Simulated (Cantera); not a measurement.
An isothermal, constant-pressure homogeneous reactor starts with CH₄ : H₂ : CO₂ = 0.031 : 1 : 0.0032 (molar parts), at 1273 K and 97.5 Torr. Integrator tolerance rtol = 1e-08.

Model: GRI-Mech 3.0 (53 species, 325 reactions), integrated in Cantera. GRI-Mech 3.0 stops at C3 and has no aromatics, soot or wall deposition, so with more carbon than oxygen in the feed, carbon stays in small species such as C2H2 where larger ones or solid carbon would form.

### Question
What does this change do: temperature 1273 to 2198 K?

### Answer
| quantity | before | after |
|---|---|---|
| x(CH₄) at 3.00 s | 0.0300 (gas-phase equilibrium 0.0261) | 7.29e-5 (gas-phase equilibrium 7.31e-5) |
| x(H₂) at 3.00 s | 0.967 (gas-phase equilibrium 0.967) | 0.966 (gas-phase equilibrium 0.966) |
| x(CO₂) at 3.00 s | 0.00299 (gas-phase equilibrium 1.51e-9) | 2.15e-11 (gas-phase equilibrium 2.16e-11) |
| x(CH₂) at 3.00 s | 1.09e-12 (gas-phase equilibrium 1.21e-12) | 5.01e-7 (gas-phase equilibrium 5.02e-7) |
| x(CO) at 3.00 s | 0.000107 (gas-phase equilibrium 0.00615) | 0.00594 (gas-phase equilibrium 0.00594) |
| x(O) at 3.00 s | <1e-12 (gas-phase equilibrium <1e-12) | <1e-12 (gas-phase equilibrium <1e-12) |

### Question
What does this change do: temperature 1273 to 1700 K?

### Answer
| quantity | before | after |
|---|---|---|
| x(CH₄) at 3.00 s | 0.0300 (gas-phase equilibrium 0.0261) | 0.00373 (gas-phase equilibrium 0.00176) |
| x(H₂) at 3.00 s | 0.967 (gas-phase equilibrium 0.967) | 0.977 (gas-phase equilibrium 0.980) |
| x(CO₂) at 3.00 s | 0.00299 (gas-phase equilibrium 1.51e-9) | 2.69e-6 (gas-phase equilibrium 5.04e-11) |
| x(CH₂) at 3.00 s | 1.09e-12 (gas-phase equilibrium 1.21e-12) | 1.34e-8 (gas-phase equilibrium 6.35e-9) |
| x(CO) at 3.00 s | 0.000107 (gas-phase equilibrium 0.00615) | 0.00332 (gas-phase equilibrium 0.00600) |
| x(O) at 3.00 s | <1e-12 (gas-phase equilibrium <1e-12) | 1.68e-11 (gas-phase equilibrium <1e-12) |
